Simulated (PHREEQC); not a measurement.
Consider water at 40 °C with 0.15 mol/kgw KH2PO4, 0.0048 mol/kgw NH3 and 0.00013 mol/kgw KCl. Closed to the air; pH follows from the charge balance.

Model: ion-association model, wateq4f.dat, run in PHREEQC.

No solid was allowed to form.

Question: Estimate the pH, ionic strength.

Answer: pH 5.28; ionic strength 0.159 mol/kgw.

Question: In which forms is P present?

Answer: H2PO4- 97 %, HPO4-2 3.0 % of the P.

H3PO4, which wateq4f.dat lacks, is added to it with the constant of phreeqc.dat. Constants without temperature data keep their 25 °C values here.
